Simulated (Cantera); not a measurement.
**N₂O + H₂O + H₂ (abatement and gas-phase synthesis)**

A closed system holds: 1 mol N₂O, 0.36 mol H₂O, 0.062 mol H₂, at 2023.15 K and 1.50 bar.

Cantera equilibrium calculation (NASA polynomials, part measured and part estimated; ideal gas, pure solids and liquids). Candidate condensed phases: H₂O; 24 gas species. The numbers say what is thermodynamically allowed, not how fast it happens.

```yaml
x(N₂): 0.525
x(O₂): 0.243
x(H₂O): 0.221
x(NO): 0.00716
x(OH): 0.00319
x(O): 0.000321
x(H₂): 0.000126
x(H): 1.74e-5
x(NO₂): 1.58e-5
gas_amount: 1.893 mol
```
